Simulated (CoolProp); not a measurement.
Saturation properties of propylene (Tc = 364.2 K, pc = 45.55 bar, ω = 0.146).

Model: reference Helmholtz-energy equation of state, Lemmon 2013, in CoolProp.

```tsv
T (K)	p (bar)	liquid cp (kJ/(kg K))	vapour viscosity (µPa s)
272.3	5.694	2.435	7.78
278.1	6.752	2.478	[?]
283.8	7.927	2.525	8.23
289.6	9.270	2.579	8.49
295.4	10.77	[?]	8.76
301.1	12.42	2.705	9.06
306.9	14.27	[?]	[?]
312.7	16.32	2.873	9.77
318.4	18.53	2.980	10.2
324.2	21.00	3.114	[?]
```

Q: Some entries are withheld; supply them.

A: 
- 278.1, vapour viscosity (µPa s): 8.00
- 295.4, liquid cp (kJ/(kg K)): 2.638
- 306.9, liquid cp (kJ/(kg K)): 2.782
- 306.9, vapour viscosity (µPa s): 9.39
- 324.2, vapour viscosity (µPa s): 10.7

It boils at 225.5 K under 1 atm.

Viscosity comes from a separate model (Huber 2003), an estimate that may be off by 10 % or more.
